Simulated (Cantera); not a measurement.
Hydrocarbon pyrolysis for carbon deposition

A perfectly stirred reactor is fed with 19.2 % C2H6, 80.8 % N2, at 1.00 bar; it is held at 1675 K, and followed from long to short residence time.

Cantera simulation using GRI-Mech 3.0 (53 species, 325 reactions); the numbers are that mechanism's predictions, not measurements. GRI-Mech 3.0 stops at C3 and has no aromatics, soot or wall deposition, so with more carbon than oxygen in the feed, carbon stays in small species such as C2H2 where larger ones or solid carbon would form.

| τ (s) | x C2H6 | x C2H4 | x C2H | x CH4 | x HCN | x H2 | x CH2 |
|---|---|---|---|---|---|---|---|
| 21 | 2.25e-6 | 0.00209 | 1.51e-7 | 0.00916 | 5.42e-6 | 0.265 | 9.80e-9 |
| 5.3 | 4.51e-6 | 0.00207 | 1.54e-7 | 0.0119 | 1.77e-6 | 0.262 | 1.34e-8 |
| 1.3 | 1.34e-5 | 0.00203 | 1.62e-7 | 0.0183 | 8.03e-7 | 0.254 | 2.32e-8 |
| 0.33 | 4.48e-5 | 0.00208 | 1.81e-7 | 0.0281 | 4.84e-7 | 0.242 | 4.64e-8 |
| 0.084 | 0.000146 | 0.00252 | 2.24e-7 | 0.0387 | 3.62e-7 | 0.228 | 1.02e-7 |
| 0.021 | 0.000455 | 0.00400 | 3.06e-7 | 0.0471 | 3.16e-7 | 0.216 | 2.40e-7 |
| 0.0053 | 0.00137 | 0.00799 | 4.24e-7 | 0.0544 | 2.89e-7 | 0.203 | 5.72e-7 |
| 0.0013 | 0.00429 | 0.0181 | 5.52e-7 | 0.0619 | 2.51e-7 | 0.181 | 1.36e-6 |
| 0.00034 | 0.0132 | 0.0375 | 5.96e-7 | 0.0650 | 2.06e-7 | 0.149 | 3.00e-6 |
x: mole fraction; the columns are a selection and need not sum to one.
